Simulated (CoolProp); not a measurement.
Vapour-liquid equilibrium of propane (1) + isopentane (2) at 266.7 K; x and y are mole fractions of (1).

Values from CoolProp's multi-fluid Helmholtz-energy mixture model, Lemmon 2009 and Lemmon 2006; pair parameters Kunz 2012.

Q: Give the bubble pressure and the first vapour's composition at x = 0.35, 0.5, 0.65. Is there an azeotrope?

A: x = 0.35: 0.1635 MPa, y = 0.884; x = 0.5: 0.2139 MPa, y = 0.927; x = 0.65: 0.2639 MPa, y = 0.955. No azeotrope shows between x = 0.05 and 0.95.

Pair parameters are fitted to limited data, so mixtures are less certain than the pure fluids.
